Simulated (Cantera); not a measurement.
Input: 1 mol (CH3)2SiCl2, 0.71 mol HCl, 19 mol H2, at 46.0 mbar.

These are equilibrium values from Cantera (NASA tables, ideal gas, pure condensed phases), not measurements of a reactor. Candidate condensed phases: C, C6H6, C7H8, C8H18, Si, SiC; 109 gas species. The feed counts by its element totals alone. The tables' values for SiCl, SiCl3 are old estimates; treat these amounts as uncertain. Gases not in the tables: Si2H6 and higher silanes. Equilibrium is a limit: real reactors are often held back by kinetics, nucleation or transport.

log p: log10 of the partial pressure in bar; n: condensed amount in mol.

```csv
T (K),log p H2,log p HCl,log p H,log p Si,log p C2H2 (acetylene),log p Cl,n C(graphite),n SiC(s)
1623,-1.39,-2.28,-4.86,-8.75,-5.85,-5.85,1.01,0.986
1698,-1.39,-2.29,-4.53,-8.02,-5.53,-5.54,1.01,0.982
1773,-1.39,-2.29,-4.24,-7.34,-5.24,-5.25,1.02,0.977
1848,-1.39,-2.29,-3.97,-6.73,-4.98,-4.99,1.02,0.971
1923,-1.39,-2.29,-3.72,-6.16,-4.74,-4.75,1.02,0.964
1998,-1.39,-2.30,-3.49,-5.64,-4.51,-4.52,1.01,0.955
2073,-1.39,-2.30,[?],[?],[?],[?],1.00,0.943
2148,-1.40,-2.31,[?],[?],[?],[?],0.993,0.924
2223,-1.40,-2.32,-2.90,-4.28,-3.94,-3.95,0.983,0.889
2298,-1.41,-2.33,-2.72,-3.88,-3.78,-3.79,0.983,0.815
2373,-1.42,-2.35,-2.57,-3.52,-3.63,-3.64,1.02,0.654
```

Task: Some entries are withheld; supply them.

Result: 
- 2148, log p H: -3.08
- 2148, log p Si: -4.70
- 2148, log p C2H2 (acetylene): -4.12
- 2148, log p Cl: -4.13
- 2073, log p H: -3.28
- 2073, log p Si: -5.15
- 2073, log p C2H2 (acetylene): -4.31
- 2073, log p Cl: -4.32
